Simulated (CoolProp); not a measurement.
The numbers come from the reference Helmholtz-energy equation of state, Leachman 2009 in CoolProp.

Task: Give the vapour pressure (kPa), vapour Z, surface tension (mN/m), vapour viscosity (µPa s) of saturated normal hydrogen at 32.5 K.

Result: 
```csv
T (K),p (kPa),vapour Z,surface tension (mN/m),vapour viscosity (µPa s)
32.5,1180,0.457,0.0587,2.25
```

Viscosity comes from a separate model (Muzny 2013). Surface tension comes from a separate correlation (Mulero 2012).
